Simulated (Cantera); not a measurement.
An isothermal, constant-pressure homogeneous reactor starts with 5.66 % H2, 4.72 % O2, 89.6 % N2, equivalence ratio 0.60, at 1200 K and 94000 Pa.

Detailed kinetics in Cantera: the H2/O2 subset of GRI-Mech 3.0, which has no nitrogen chemistry. The temperature is held fixed by assumption; the heat of reaction is taken as removed at once.

One state of this run: x H2 = 3.93e-6; x O2 = 0.0194; x O = 1.35e-6; x H = 1.05e-7; x OH = 2.47e-5; x H2O = 0.0582. x: mole fraction; the columns are a selection and need not sum to one.

Q: Which value of t (s) does it belong to?
(A) 9.00e-5
(B) 0.0711
(C) 0.00769
(D) 0.000832

A: C, 0.00769
